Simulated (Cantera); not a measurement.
An adiabatic, constant-pressure homogeneous reactor starts with CH₄ : H₂ : O₂ : N₂ = 1 : 0.083 : 1.5 : 6.98 (molar parts), at 950 K and 750 Torr.

Computed with Cantera and GRI-Mech 3.0 (53 species, 325 reactions). Below about 1000 K GRI-Mech 3.0 lacks low-temperature oxidation paths.

Task: Predict: time of steepest temperature rise; temperature at 3.00 s; equilibrium temperature; x(H₂) at 3.00 s; x(O₂) at 3.00 s; x(OH) at 3.00 s; x(N₂O) at 3.00 s; x(NO₂) at 3.00 s; x(H₂O₂) at 3.00 s.

Result: 
| Property | Result |
|---|---|
| time of steepest temperature rise | 0.485 s |
| temperature at 3.00 s | 2317 K |
| equilibrium temperature | 2317 K |
| x(H₂) at 3.00 s | 0.0459 (gas-phase equilibrium 0.0459) |
| x(O₂) at 3.00 s | 6.32e-5 (gas-phase equilibrium 6.32e-5) |
| x(OH) at 3.00 s | 0.00130 (gas-phase equilibrium 0.00130) |
| x(N₂O) at 3.00 s | 1.38e-8 (gas-phase equilibrium 1.38e-8) |
| x(NO₂) at 3.00 s | 5.02e-9 (gas-phase equilibrium 5.02e-9) |
| x(H₂O₂) at 3.00 s | 5.83e-9 (gas-phase equilibrium 5.83e-9) |
